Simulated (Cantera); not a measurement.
What does this Cantera script print?

```python
import numpy as np
import cantera as ct

gas = ct.Solution("gri30.yaml")
gas.TPX = 800, 84000, {'CH4': 1, 'CO': 1.1, 'O2': 1.7, 'N2': 20.4}
inlet = ct.Reservoir(gas, clone=True)
gas.equilibrate("HP")  # start burning
reactor = ct.IdealGasConstPressureReactor(gas, energy="on", clone=False)
exhaust = ct.Reservoir(gas, clone=True)
tau = [0.25, 0.12, 0.056, 0.026, 0.012, 0.0059, 0.0028, 0.0013, 0.00062, 0.00029, 0.00014, 6.5e-05, 3.1e-05][0]
for a, b in ((inlet, reactor), (reactor, exhaust)):
    ct.MassFlowController(a, b, mdot=lambda t: reactor.mass / tau)
net = ct.ReactorNet([reactor])
show = ['CH4', 'CO', 'O2', 'O', 'CO2']

rows = []
print(f"{'tau/s':>10s}{'T/K':>9s}" + "".join(f"{s:>11s}" for s in show))
for tau in [0.25, 0.12, 0.056, 0.026, 0.012, 0.0059, 0.0028, 0.0013, 0.00062, 0.00029, 0.00014, 6.5e-05, 3.1e-05]:
    net.initial_time = 0.0
    net.advance(30 * tau)
    before = gas.X
    net.advance(40 * tau)
    drift = np.max(np.abs(gas.X - before) / (gas.X + 1e-9))
    rows.append([gas.T, *gas[show].X, drift])
    print(f"{tau:10.3e}{gas.T:9.1f}" + "".join(f"{x:11.3e}" for x in gas[show].X))
```

Result:

```
     tau/s      T/K        CH4         CO         O2          O        CO2
 2.500e-01   1559.6  1.534e-03  4.293e-02  9.005e-04  4.882e-07  3.991e-02
 1.200e-01   1552.7  1.533e-03  4.416e-02  1.329e-03  1.008e-06  3.870e-02
 5.600e-02   1542.1  1.584e-03  4.589e-02  2.018e-03  2.143e-06  3.696e-02
 2.600e-02   1524.7  1.748e-03  4.828e-02  3.197e-03  4.537e-06  3.443e-02
 1.200e-02   1487.5  2.306e-03  5.210e-02  5.901e-03  9.238e-06  2.993e-02
 5.900e-03    800.0  4.132e-02  4.545e-02  7.025e-02  1.640e-13  6.881e-11
 2.800e-03    800.0  4.132e-02  4.545e-02  7.025e-02  1.631e-13  3.164e-11
 1.300e-03    800.0  4.132e-02  4.545e-02  7.025e-02  1.617e-13  1.443e-11
 6.200e-04    800.0  4.132e-02  4.545e-02  7.025e-02  1.592e-13  6.808e-12
 2.900e-04    800.0  4.132e-02  4.545e-02  7.025e-02  1.540e-13  3.151e-12
 1.400e-04    800.0  4.132e-02  4.545e-02  7.025e-02  1.446e-13  1.499e-12
 6.500e-05    800.0  4.132e-02  4.545e-02  7.025e-02  1.272e-13  6.786e-13
 3.100e-05    800.0  4.132e-02  4.545e-02  7.025e-02  1.022e-13  3.122e-13
```

Detailed kinetics in Cantera: GRI-Mech 3.0 (53 species, 325 reactions).
